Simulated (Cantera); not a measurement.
Adiabatic ignition

An adiabatic, constant-pressure homogeneous reactor starts with CO : H₂ : O₂ : N₂ = 1 : 0.15 : 1.44 : 5.4 (molar parts), equivalence ratio 0.40, at 1525 K and 320000 Pa.

Computed with Cantera and GRI-Mech 3.0 (53 species, 325 reactions). The hydrogen kinetics of GRI-Mech 3.0 are dated; newer H2 mechanisms differ, most at raised pressure.

| t (s) | T (K) | x CO | x H₂ | x O₂ | x NO₂ | x O |
|---|---|---|---|---|---|---|
| 7.00e-6 | 1526 | 0.125 | 0.0179 | 0.179 | <1e-12 | 0.000468 |
| 2.83e-5 | 1923 | 0.0621 | 0.000967 | 0.131 | 4.10e-8 | 0.0226 |
| 0.000114 | 2359 | 0.0215 | 0.000483 | 0.120 | 4.09e-7 | 0.00877 |
| 0.000461 | 2499 | 0.00871 | 0.000196 | 0.117 | 1.30e-6 | 0.00315 |
| 0.00186 | 2503 | 0.00782 | 0.000178 | 0.116 | 4.21e-6 | 0.00282 |
| 0.00752 | 2492 | 0.00751 | 0.000172 | 0.112 | 1.19e-5 | 0.00263 |
| 0.0304 | 2484 | 0.00727 | 0.000168 | 0.110 | 1.78e-5 | 0.00249 |
| 0.123 | 2484 | 0.00726 | 0.000168 | 0.110 | 1.80e-5 | 0.00249 |
| 0.495 | 2484 | 0.00726 | 0.000168 | 0.110 | 1.80e-5 | 0.00249 |
| 2.00 | 2484 | 0.00726 | 0.000168 | 0.110 | 1.80e-5 | 0.00249 |
x: mole fraction; the columns are a selection and need not sum to one.

| Quantity | Value |
|---|---|
| time of steepest temperature rise | 11.3 µs |
| temperature at 2.00 s | 2484 K |
| equilibrium temperature | 2484 K |
| x(CO) at 2.00 s | 0.00726 (gas-phase equilibrium 0.00726) |
| x(H₂) at 2.00 s | 0.000168 (gas-phase equilibrium 0.000168) |
| x(O₂) at 2.00 s | 0.110 (gas-phase equilibrium 0.110) |
